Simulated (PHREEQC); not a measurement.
0.19 g of hydrous ferric oxide (600 m²/g; 0.2 weak and 0.005 strong sites per Fe, Dzombak-Morel constants, diffuse double layer) in 1 kg of water with 0.005 mol/kgw of an inert sodium salt, at 25 °C; the pH is set by adding NaOH or the inert anion's acid. O2 is buffered at 0.21 atm. CO2 from the air is kept out. Precipitation was switched off in this run.

The numbers come from PHREEQC with the ion-association model, wateq4f.dat.

```json
[
 {"pH": "3", "surface charge σ (C/m²)": "0.303", "surface potential ψ (mV)": "215"},
 {"pH": "3.38", "surface charge σ (C/m²)": "0.258", "surface potential ψ (mV)": "209"},
 {"pH": "3.75", "surface charge σ (C/m²)": "0.212", "surface potential ψ (mV)": "201"},
 {"pH": "4.5", "surface charge σ (C/m²)": "___", "surface potential ψ (mV)": "177"},
 {"pH": "4.88", "surface charge σ (C/m²)": "___", "surface potential ψ (mV)": "163"},
 {"pH": "5.25", "surface charge σ (C/m²)": "0.074", "surface potential ψ (mV)": "148"},
 {"pH": "5.62", "surface charge σ (C/m²)": "0.054", "surface potential ψ (mV)": "132"},
 {"pH": "6.38", "surface charge σ (C/m²)": "0.026", "surface potential ψ (mV)": "95"},
 {"pH": "6.75", "surface charge σ (C/m²)": "0.017", "surface potential ψ (mV)": "75"},
 {"pH": "7.12", "surface charge σ (C/m²)": "0.011", "surface potential ψ (mV)": "55"},
 {"pH": "7.5", "surface charge σ (C/m²)": "___", "surface potential ψ (mV)": "34"},
 {"pH": "8.25", "surface charge σ (C/m²)": "-0.001", "surface potential ψ (mV)": "-8"},
 {"pH": "8.62", "surface charge σ (C/m²)": "-0.005", "surface potential ψ (mV)": "___"},
 {"pH": "9", "surface charge σ (C/m²)": "-0.009", "surface potential ψ (mV)": "-50"}
]
```

Q: Some entries are withheld; supply them.

A: 
- 4.5, surface charge σ (C/m²): 0.131
- 4.88, surface charge σ (C/m²): 0.099
- 7.5, surface charge σ (C/m²): 0.006
- 8.62, surface potential ψ (mV): -29

Complexes and solids missing from the database can't appear. The oxide is taken as insoluble; below pH 4 it would dissolve.
